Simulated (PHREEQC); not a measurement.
Consider water at 60 °C with 0.071 mol/kgw TMAH, 0.012 mol/kgw Na2SiO3 and 0.00085 mol/kgw (CH3)4NCl. Closed to the air; pH follows from the charge balance.

Computed with PHREEQC (ion-association model, phreeqc.dat).

Precipitation was switched off in this run.

Task: Order these Si species by the share of Si that they hold, largest first: H2SiO4-2, H4SiO4, H3SiO4-.

Result: H3SiO4- (64 %), H2SiO4-2 (36 %), H4SiO4 (0.20 %)

The pH is 11.79 and the ionic strength 0.100 mol/kgw. (CH3)4N+ isn't in the database: it is added as a free cation with an ion size of 4 Å. Constants without temperature data keep their 25 °C values here.
